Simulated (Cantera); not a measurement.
Feed: 1 mol NaOH, 3.7 mol H2O, 1.3 mol CO2, held at 11.0 Pa.

These are equilibrium values from Cantera (NASA tables, ideal gas, pure condensed phases), not measurements of a reactor. Candidate condensed phases: C, C6H6, C7H8, C8H18, H2O, Na, NaOH, NaO2, Na2CO3, Na2O, Na2O2; 117 gas species. The numbers say what is thermodynamically allowed, not how fast it happens.

Question: Which condensed phases are stable at each of these points (T (K)): 898, 998, 1098, 1198, 1298, 1398, 1498, 1598, 1698, 1798, 1898, 1998, 2098?

Answer: 
| T (K) | condensed phases | Na condensed (%) |
|---|---|---|
| 898 | Na2CO3(s) | 99.9 |
| 998 | Na2CO3(s) | 97.8 |
| 1098 | Na2CO3(s) | 54.9 |
| 1198 | gas only | 0.0 |
| 1298 | gas only | 0.0 |
| 1398 | gas only | 0.0 |
| 1498 | gas only | 0.0 |
| 1598 | gas only | 0.0 |
| 1698 | gas only | 0.0 |
| 1798 | gas only | 0.0 |
| 1898 | gas only | 0.0 |
| 1998 | gas only | 0.0 |
| 2098 | gas only | 0.0 |

From 898 K to 1098 K the condensed part is Na2CO3(s). From 1198 K to 2098 K nothing is condensed.
